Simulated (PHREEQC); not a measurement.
A solution holds 0.27 mol ZnSO4, 0.0027 mol CaCl2, 0.00029 mol HCl and 0.00019 mol NaCl per kg of water, at 25 °C. Closed to the air; pH follows from the charge balance.

Model: ion-association model, wateq4f.dat, run in PHREEQC.

Each row changes one thing in this solution. No solid was allowed to form.

```
case                                                pH  ionic strength (mol/kgw)  Cl- (mol/kgw)  Ca+2 (mol/kgw)  Na+ (mol/kgw)  SI of Halite (NaCl)  SI of Portlandite (Ca(OH)2)
------------------------------------------------  ----  ------------------------  -------------  --------------  -------------  -------------------  ---------------------------
as made                                           4.09                     0.497        0.00543         0.00158       0.000176                -7.94                       -18.02
diluted 2-fold with water                         4.30                     0.260        0.00279        0.000803        8.96e-5                -8.48                       -17.81
ZnSO4 from 0.27 to 0.054 mol/kgw                  3.90                     0.120        0.00571         0.00169       0.000182                -7.80                       -18.21
ZnSO4 replaced by (NH4)2SO4 at the same molality  4.24                     0.529        0.00588         0.00125       0.000168                -7.93                       -17.83
ZnSO4 replaced by ZnBr2 at the same molality      3.66                     0.799        0.00510         0.00270       0.000190                -7.96                       -18.66
```

The ionic strength passes 0.7 mol/kgw, the rough limit of the ion-association models, in ZnSO4 replaced by ZnBr2 at the same molality. Species that the database lacks are ignored.
